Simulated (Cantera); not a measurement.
Cantera run:

```python
import numpy as np
import cantera as ct

gas_names = """
    CL CL2 H HCL H2 Sr SrCL SrCL2
""".split()
cond_names = """
    Sr(a) Sr(b) Sr(L) SrCL2(a) SrCL2(b) SrCL2(L)
""".split()


# ... load() reads the species with a 1 bar reference pressure and builds the phases ...
atoms = {
    'SrCl2': {'Sr': 1, 'CL': 2},
    'H2': {'H': 2},
}
top_T = {}  # K; cautious upper limits of use, not melting points


# ... equilibrate(T, P, feed) seeds the gas with the atoms and calls Mixture.equilibrate('TP', solver="vcs", rtol=1e-11, max_steps=5000) ...
results = []
feed = {'SrCl2': 1, 'H2': 490}  # mol
P = 13332.2  # Pa
for T in [1098, 1198, 1298, 1398, 1498, 1598, 1698, 1798, 1898, 1998, 2098, 2198]:
    mix = equilibrate(T, P, feed)
    results.append((T, P, feed, dict(zip(mix.species_names, mix.species_moles))))

top = {s: max(r[3][s] / sum(r[3][g] for g in gas_names) for r in results) for s in gas_names}
cols = sorted((s for s in top if top[s] > 0.001), key=lambda s: -top[s])[:6]
seen = [c for c in cond_names if any(r[3].get(c, 0) > 1e-12 for r in results)]
print("log10 of partial pressures in bar; condensed amounts in mol")
print(f"{'T/K':>10s}" + "".join(f"{s[:9]:>10s}" for s in cols + seen))
for T, P, feed, n in results:
    ng = sum(n[g] for g in gas_names)
    print(f"{T:10.4g}" + "".join(f"{np.log10(max(n[s] / ng * P / 1e5, 1e-99)):10.3f}" for s in cols)
          + "".join(f"{n.get(c, 0):10.4g}" for c in seen))
```

Result:

```
log10 of partial pressures in bar; condensed amounts in mol
       T/K        H2         H     SrCL2       HCL  SrCL2(b)  SrCL2(L)
      1098    -0.875    -8.044    -7.171    -8.191    0.9997         0
      1198    -0.875    -7.159    -5.933    -7.159         0    0.9955
      1298    -0.875    -6.408    -4.930    -6.293         0    0.9554
      1398    -0.875    -5.763    -4.084    -5.549         0    0.6888
      1498    -0.876    -5.203    -3.580    -4.995         0         0
      1598    -0.876    -4.712    -3.592    -4.700         0         0
      1698    -0.876    -4.278    -3.612    -4.441         0         0
      1798    -0.877    -3.892    -3.643    -4.213         0         0
      1898    -0.877    -3.546    -3.690    -4.015         0         0
      1998    -0.878    -3.234    -3.757    -3.844         0         0
      2098    -0.880    -2.952    -3.849    -3.701         0         0
      2198    -0.883    -2.696    -3.974    -3.584         0         0
```

Cantera equilibrium calculation (NASA polynomials, part measured and part estimated; ideal gas, pure solids and liquids).
